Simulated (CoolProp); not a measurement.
Ammonia at 587.89 K and 2.23 MPa flows at 0.76 m/s in a round tube of 2 mm bore and 0.25 µm roughness, fully developed (64/Re and Nu = 3.66 if laminar; Colebrook and Gnielinski if turbulent). Each further row changes one setting.

Values from CoolProp's reference Helmholtz-energy equation of state, Gao 2020.

```csv
case,Reynolds number,Darcy friction factor,pressure drop (Pa/m),heat-transfer coefficient (W/(m² K)),mass flow (kg/h)
as stated,564,0.113,130,125,0.0680
velocity 1.52 m/s,1130,0.0567,259,125,0.136
diameter 4 mm,1130,0.0567,32.4,62.4,0.272
```

Viscosity comes from a separate model (Fenghour 1995). Thermal conductivity comes from a separate model (Tufeu 1984).
